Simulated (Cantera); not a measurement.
An isothermal, constant-pressure homogeneous reactor starts with 20.8 % CH4, 79.2 % N2, at 1973 K and 10.00 Torr.

Model: GRI-Mech 3.0 (53 species, 325 reactions), integrated in Cantera. GRI-Mech 3.0 stops at C3 and has no aromatics, soot or wall deposition, so with more carbon than oxygen in the feed, carbon stays in small species such as C2H2 where larger ones or solid carbon would form. Radical loss at walls, strong at low pressure, is not modelled.

x: mole fraction; the columns are a selection and need not sum to one.

```tsv
t (s)	x CH4	x CH3	x HCN	x C2H	x CH2	x H	x C2H2
9.00e-5	0.208	0.000233	<1e-12	<1e-12	2.04e-8	8.82e-6	2.59e-10
0.000256	0.208	0.000677	1.09e-11	<1e-12	1.51e-7	9.23e-6	2.96e-8
0.000726	0.206	0.00192	1.73e-10	1.41e-10	1.05e-6	1.29e-5	2.49e-6
0.00206	0.199	0.00520	?	2.15e-8	6.50e-6	4.51e-5	0.000187
0.00586	0.147	0.00964	?	1.01e-6	2.34e-5	0.000330	0.0107
0.0166	0.0519	0.00502	?	5.47e-6	2.01e-5	0.00100	0.0602
0.0472	0.0135	0.00170	?	8.83e-6	1.13e-5	0.00156	0.0796
0.134	0.00226	0.000445	?	1.45e-5	5.30e-6	0.00254	0.0849
0.381	0.000234	7.75e-5	?	2.46e-5	1.64e-6	0.00430	0.0858
1.08	2.12e-5	9.47e-6	?	3.30e-5	2.72e-7	0.00576	0.0858
3.07	4.02e-6	1.85e-6	?	3.41e-5	5.49e-8	0.00594	0.0858
8.73	3.70e-6	1.71e-6	?	3.41e-5	5.07e-8	0.00594	0.0858
24.8	3.89e-6	1.79e-6	?	3.40e-5	5.33e-8	0.00594	0.0858
70.4	4.32e-6	1.99e-6	?	3.40e-5	5.91e-8	0.00594	0.0856
200	5.05e-6	2.33e-6	?	3.39e-5	6.91e-8	0.00594	0.0853
```

### Question
Complete the blanks.

### Answer

- 0.00206, x HCN: 4.66e-9
- 0.00586, x HCN: 3.09e-7
- 0.0166, x HCN: 4.46e-6
- 0.0472, x HCN: 1.59e-5
- 0.134, x HCN: 4.18e-5
- 0.381, x HCN: 9.65e-5
- 1.08, x HCN: 0.000153
- 3.07, x HCN: 0.000179
- 8.73, x HCN: 0.000211
- 24.8, x HCN: 0.000297
- 70.4, x HCN: 0.000534
- 200, x HCN: 0.00115
